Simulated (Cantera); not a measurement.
# Equilibrium for silicon epitaxy and polysilicon growth: SiH2Cl2 + Cl2 + H2

Charge: 1 mol SiH2Cl2, 0.036 mol Cl2, 140 mol H2, held at 75.0 Torr.

Method: chemical equilibrium by Gibbs-energy minimisation in Cantera with the NASA 1993 tables (ideal gas, pure condensed phases). Candidate condensed phases: Si; 19 gas species. The tables' values for SiCl3 are old estimates; treat these amounts as uncertain. Rates play no part.

From 675 °C to 1175 °C the condensed part is Si(s). The main Si-bearing gas is SiCl4 at 675 °C and SiCl2 at 1175 °C. The share of Si in condensed phases is highest at 1025 °C (92.2 %) and lowest at 675 °C (58.5 %).

```json
[
 {"T (°C)": "675", "x H2": "0.992", "x HCl": "0.00462", "x SiCl4": "0.00139", "x SiHCl3": "0.00134", "n Si(s)": "0.585"},
 {"T (°C)": "725", "x H2": "0.991", "x HCl": "0.00672", "x SiCl4": "0.00104", "x SiHCl3": "0.00106", "n Si(s)": "0.666"},
 {"T (°C)": "775", "x H2": "0.989", "x HCl": "0.00900", "x SiCl4": "0.000663", "x SiHCl3": "0.000746", "n Si(s)": "0.754"},
 {"T (°C)": "825", "x H2": "0.988", "x HCl": "0.0110", "x SiCl4": "0.000343", "x SiHCl3": "0.000448", "n Si(s)": "0.831"},
 {"T (°C)": "875", "x H2": "0.987", "x HCl": "0.0124", "x SiCl4": "0.000143", "x SiHCl3": "0.000229", "n Si(s)": "0.883"},
 {"T (°C)": "925", "x H2": "0.986", "x HCl": "0.0130", "x SiCl4": "5.23e-5", "x SiHCl3": "0.000106", "n Si(s)": "0.909"},
 {"T (°C)": "975", "x H2": "0.986", "x HCl": "0.0133", "x SiCl4": "1.85e-5", "x SiHCl3": "4.83e-5", "n Si(s)": "0.919"},
 {"T (°C)": "1025", "x H2": "0.986", "x HCl": "0.0134", "x SiCl4": "6.78e-6", "x SiHCl3": "2.25e-5", "n Si(s)": "0.922"},
 {"T (°C)": "1075", "x H2": "0.986", "x HCl": "0.0135", "x SiCl4": "2.62e-6", "x SiHCl3": "1.09e-5", "n Si(s)": "0.921"},
 {"T (°C)": "1125", "x H2": "0.986", "x HCl": "0.0134", "x SiCl4": "1.08e-6", "x SiHCl3": "5.55e-6", "n Si(s)": "0.920"},
 {"T (°C)": "1175", "x H2": "0.986", "x HCl": "0.0134", "x SiCl4": "4.69e-7", "x SiHCl3": "2.95e-6", "n Si(s)": "0.918"}
]
```
x: gas mole fraction; n: condensed amount in mol.
